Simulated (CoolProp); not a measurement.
Cyclopropane along the isotherm 278 K: fugacity coefficient from the reference equation and from simpler models built on Tc = 398.7 K, pc = 5605 kPa, ω = 0.131; each cubic takes its own stable root.

Computed with CoolProp (reference Helmholtz-energy equation of state, Polt 1992). This equation is an older, rougher fit; its heat capacities, sound speeds and derivatives of the liquid may be far off and weren't checked against measurements.

| p (kPa) | phase | reference |
|---|---|---|
| 525 | liquid | 0.7073 |
| 1050 | liquid | 0.3589 |
| 1580 | liquid | 0.2421 |
| 2100 | liquid | 0.1848 |
| 2630 | liquid | 0.1498 |
| 3150 | liquid | 0.1269 |

**Question.** How far does each simpler model (Redlich-Kwong, Soave-Redlich-Kwong, Peng-Robinson) lie from the reference over these 6 states: mean and median of the absolute difference, and the worst?

**Answer.** 
- Redlich-Kwong: mean 18.3 %, median 18.3 %, worst +18.7 % at 278 K and 3150 kPa
- Soave-Redlich-Kwong: mean 1.2 %, median 1.2 %, worst +1.5 % at 278 K and 3150 kPa
- Peng-Robinson: mean 0.3 %, median 0.3 %, worst +0.5 % at 278 K and 525 kPa
